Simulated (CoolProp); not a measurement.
Vapour-liquid equilibrium of benzene (1) + p-xylene (2) at 0.166 bar; x and y are mole fractions of (1).

The numbers come from the multi-fluid Helmholtz-energy mixture model, Thol 2012 and Zhou 2012; pair parameters Bell 2016 in CoolProp.

**Question.** Give the bubble temperature and the first vapour's composition at x = 0.5, 0.65, 0.95. Is there an azeotrope?

**Answer.** x = 0.5: 318.2 K, y = 0.897; x = 0.65: 312.9 K, y = 0.945; x = 0.95: 305.2 K, y = 0.995. No azeotrope shows between x = 0.05 and 0.95.

Pair parameters are fitted to limited data, so mixtures are less certain than the pure fluids.
